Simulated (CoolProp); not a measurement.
A single-stage vapour-compression cycle with carbon dioxide: evaporating at 230.15 K (dew point), condensing at 260.15 K (bubble point), superheat 0 K, subcooling 0 K, compressor efficiency 0.65, no pressure losses. Each further row changes one setting.

The numbers come from the reference Helmholtz-energy equation of state, Span 1996 in CoolProp.

| case | cooling COP | pressure ratio | discharge temperature (K) | refrigerating effect (kJ/kg) | volumetric capacity (kJ/m³) |
|---|---|---|---|---|---|
| as stated | [?] | 2.71 | 316.1 | 265 | 6200 |
| evaporating temperature 235.15 K | 5.06 | 2.25 | 304.5 | [?] | 7470 |
| condensing temperature 255.15 K | 5.01 | 2.33 | 302.3 | 276 | 6460 |
| subcooling 5 K | 4.19 | 2.71 | 316.1 | 276 | 6460 |
| superheat 10 K | [?] | 2.71 | 329.8 | 275 | 6040 |
| compressor efficiency 0.55 | 3.40 | 2.71 | 327.7 | 265 | 6200 |

Task: Fill in the missing entries.

Result: 
- as stated, cooling COP: 4.02
- evaporating temperature 235.15 K, refrigerating effect (kJ/kg): 266
- superheat 10 K, cooling COP: 3.92
